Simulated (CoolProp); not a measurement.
Computed with CoolProp (reference Helmholtz-energy equation of state, McLinden 2020).

For R1336mzz(Z), give the phase and the cp (kJ/(kg K)), cv (kJ/(kg K)), speed of sound (m/s), Joule-Thomson coefficient (K/MPa) at 394.5 K and 6.81 MPa; 465.9 K and 6.81 MPa.


- 394.5 K and 6.81 MPa: liquid; cp 1.39, cv 1.03, speed of sound 382, Joule-Thomson coefficient 0.0871
- 465.9 K and 6.81 MPa: supercritical; cp 1.68, cv 1.12, speed of sound 190, Joule-Thomson coefficient 1.67
